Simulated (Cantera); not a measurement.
A closed system holds: 1 mol CaO, 36 mol HCl, 0.94 mol O₂, held at 0.0480 Torr.

Cantera equilibrium calculation (NASA polynomials, part measured and part estimated; ideal gas, pure solids and liquids). Candidate condensed phases: Ca, CaCl₂, CaO, Ca(OH)₂, H₂O; 21 gas species. Kinetics and transport are ignored.

**Question.** At 1598 K, list the 5 most abundant gas species with their mole fractions, and the condensed phases.

**Answer.** HCl 0.798, Cl 0.0982, H₂O 0.0733, CaCl₂ 0.0264, H₂ 0.00183. Condensed: gas only.
